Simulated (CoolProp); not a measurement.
A simple Rankine cycle with isobutane: condensing at 298.15 K, boiler at 1.22 MPa, turbine inlet 353.5 K, turbine efficiency 0.85, pump efficiency 0.6, no recuperator. Each further row changes one setting.

Computed with CoolProp (reference Helmholtz-energy equation of state, Bücker 2006).

```tsv
case	thermal efficiency (%)	net work (kJ/kg)	heat in (kJ/kg)	turbine exit temperature (K)	volume ratio over the turbine
as stated	___	40.5	402	316.1	3.68
turbine inlet 373.5 K	10.0	44.8	448	338.0	3.58
condensing temperature 290.15 K	___	___	___	310.0	4.66
boiler pressure 0.854 MPa	7.5	___	417	___	___
turbine efficiency 0.75	8.8	35.4	402	318.8	3.72
```

Q: Complete the blanks.

A: 
- as stated, thermal efficiency (%): 10.1
- condensing temperature 290.15 K, thermal efficiency (%): 11.5
- condensing temperature 290.15 K, net work (kJ/kg): 48.6
- condensing temperature 290.15 K, heat in (kJ/kg): 421
- boiler pressure 0.854 MPa, net work (kJ/kg): 31.4
- boiler pressure 0.854 MPa, turbine exit temperature (K): 328.8
- boiler pressure 0.854 MPa, volume ratio over the turbine: 2.46
